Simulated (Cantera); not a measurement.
A perfectly stirred reactor is fed with H₂ : O₂ = 0.032 : 1 (molar parts), at 0.0132 atm; it is held at 1448 K, and followed from long to short residence time.

Cantera simulation using GRI-Mech 3.0 (53 species, 325 reactions); the numbers are that mechanism's predictions, not measurements. Radical loss at walls, strong at low pressure, is not modelled.

Question: What does this change do: temperature 1448 to 1175 K?

Answer: 
| quantity | before | after |
|---|---|---|
| x(H₂) at τ = 2.70 s | 5.77e-5 | 6.87e-5 |
| x(O₂) at τ = 2.70 s | 0.964 | 0.967 |
| x(OH) at τ = 2.70 s | 0.00162 | 0.000562 |
| x(H₂O) at τ = 2.70 s | 0.0305 | 0.0311 |
| x(H₂O₂) at τ = 2.70 s | 1.22e-8 | 4.13e-8 |
| x(H₂) at τ = 43.0 ms | 0.000434 | 0.000756 |
| x(O₂) at τ = 43.0 ms | 0.946 | 0.954 |
| x(OH) at τ = 43.0 ms | 0.00399 | 0.00191 |
| x(H₂O) at τ = 43.0 ms | 0.0279 | 0.0286 |
| x(H₂O₂) at τ = 43.0 ms | 2.59e-8 | 7.43e-8 |
